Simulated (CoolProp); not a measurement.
Computed with CoolProp (reference Helmholtz-energy equation of state, Gao 2022).

Q: Give the vapour pressure (MPa), liquid density (kg/m³), vapour density (kg/m³), enthalpy of vaporisation (kJ/kg) of saturated n-perfluoropentane at 40.15 °C.

A: 
| T (°C) | p (MPa) | liquid density (kg/m³) | vapour density (kg/m³) | enthalpy of vaporisation (kJ/kg) |
|---|---|---|---|---|
| 40.15 | 0.148 | 1550 | 17.7 | 87.3 |
